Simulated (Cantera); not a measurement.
## Premixed flame

A freely propagating, adiabatic, planar premixed flame of 6.20 % CO, 1.39 % H2, 5.38 % CH4, 18.3 % O2, 68.8 % N2, equivalence ratio 0.80, unburnt at 300 K and 900 Torr; mixture-averaged transport, grid criteria slope 0.08 and curve 0.16, no radiation.

Model: GRI-Mech 3.0 (53 species, 325 reactions), integrated in Cantera. Burning velocities carry a grid error of a few per cent, more on coarse grids.

```csv
z (mm),T (K),u (m/s),x CO,x H2,x CH4,x H,x C2H2,x O2
-1.20,300,0.357,0.0620,0.0138,0.0538,<1e-8,<1e-8,0.183
-0.797,301,0.358,0.0620,0.0136,0.0538,<1e-8,<1e-8,0.183
-0.598,304,0.362,0.0620,0.0133,0.0537,<1e-8,<1e-8,0.183
-0.399,337,0.401,0.0620,0.0126,0.0525,<1e-8,1.99e-8,0.181
-0.199,678,0.810,0.0621,0.0113,0.0396,1.39e-5,4.65e-7,0.159
-0.0997,1083,1.29,0.0626,0.0106,0.0228,0.000346,1.43e-6,0.127
0,1474,1.76,0.0594,0.00876,0.00533,0.00188,2.80e-6,0.0873
0.0997,1651,1.95,0.0451,0.00570,0.000309,0.00353,2.88e-7,0.0640
0.199,1730,2.03,0.0319,0.00455,9.30e-6,0.00386,<1e-8,0.0552
0.399,1825,2.13,0.0197,0.00398,1.36e-8,0.00309,<1e-8,0.0488
0.797,1921,2.23,0.0126,0.00290,<1e-8,0.00165,<1e-8,0.0448
1.59,1996,2.30,0.00767,0.00168,<1e-8,0.000647,<1e-8,0.0420
3.19,2043,2.35,0.00403,0.000846,<1e-8,0.000216,<1e-8,0.0403
```
x: mole fraction of selected species; z is measured from the peak of heat release.

```yaml
laminar_burning_velocity: 35.7 cm/s
thermal_thickness: 0.399 mm
peak x(H): 0.00387
peak x(C2H2): 2.87e-6
grid_points: 136
```
